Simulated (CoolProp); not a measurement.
A simple Rankine cycle with R1224YDZ: condensing at 310.15 K, boiler at 1.53 MPa, turbine inlet 388.4 K, turbine efficiency 0.9, pump efficiency 0.8, no recuperator. Each further row changes one setting.

Computed with CoolProp (reference Helmholtz-energy equation of state, Akasaka 2023).

```csv
case,thermal efficiency (%),net work (kJ/kg),heat in (kJ/kg),turbine exit temperature (K),volume ratio over the turbine
as stated,13.7,28.1,205,331.5,7.88
turbine inlet 408.4 K,13.7,31.2,228,354.7,7.40
condensing temperature 302.15 K,15.0,32.2,214,325.4,10.2
boiler pressure 1.07 MPa,11.7,25.1,215,346.4,5.01
turbine efficiency 0.8,12.1,24.8,205,335.2,7.99
```
